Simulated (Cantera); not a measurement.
Charge: 1 mol Al, 18 mol HBr, 0.87 mol N₂, held at 5.30 Pa.

Cantera equilibrium calculation (NASA polynomials, part measured and part estimated; ideal gas, pure solids and liquids). Candidate condensed phases: Al, AlBr₃, AlN, Br₂; 19 gas species. Equilibrium is a limit: real reactors are often held back by kinetics, nucleation or transport.

### Question
At 602 °C, list the 4 most abundant gas species with their mole fractions, and the condensed phases.

### Answer
HBr 0.816, H₂ 0.0817, AlBr₃ 0.0544, N₂ 0.0474. Condensed: gas only.
